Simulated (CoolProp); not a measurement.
C3F8 (R218) along the isobar 1300 kPa: Z from the reference equation and from simpler models built on Tc = 71.9 °C, pc = 2640 kPa, ω = 0.317; each cubic takes its own stable root.

The numbers come from the reference Helmholtz-energy equation of state, Lemmon 2006 in CoolProp. It is a short technical equation, of lower accuracy than the large ones.

| T (°C) | phase | reference | van der Waals | Redlich-Kwong | Soave-Redlich-Kwong |
|---|---|---|---|---|---|
| -21.85 | liquid | 0.07508 | 0.1199 | 0.08341 | 0.07930 |
| -12.65 | liquid | 0.07427 | 0.1188 | 0.08305 | 0.07874 |
| -3.55 | liquid | 0.07372 | 0.1182 | 0.08310 | 0.07857 |
| 5.65 | liquid | 0.07344 | 0.1183 | 0.08363 | 0.07884 |
| 14.75 | liquid | 0.07350 | 0.1193 | 0.08475 | 0.07966 |
| 23.85 | liquid | 0.07398 | 0.7214 | 0.08673 | 0.08122 |
| 33.05 | liquid | 0.07508 | 0.7504 | 0.6909 | 0.08393 |
| 42.15 | gas | 0.6924 | 0.7739 | 0.7283 | 0.7076 |
| 51.25 | gas | 0.7394 | 0.7939 | 0.7580 | 0.7461 |
| 60.45 | gas | 0.7746 | 0.8113 | 0.7829 | 0.7772 |
| 69.55 | gas | 0.8021 | 0.8263 | 0.8036 | 0.8026 |
| 78.75 | gas | 0.8248 | 0.8396 | 0.8216 | 0.8243 |
| 87.85 | gas | 0.8436 | 0.8514 | 0.8371 | 0.8427 |
| 96.95 | gas | 0.8596 | 0.8619 | 0.8507 | 0.8587 |
| 106.15 | gas | 0.8735 | 0.8714 | 0.8629 | 0.8729 |

At some of these states van der Waals, Redlich-Kwong gives the other phase, because its saturation line lies elsewhere.
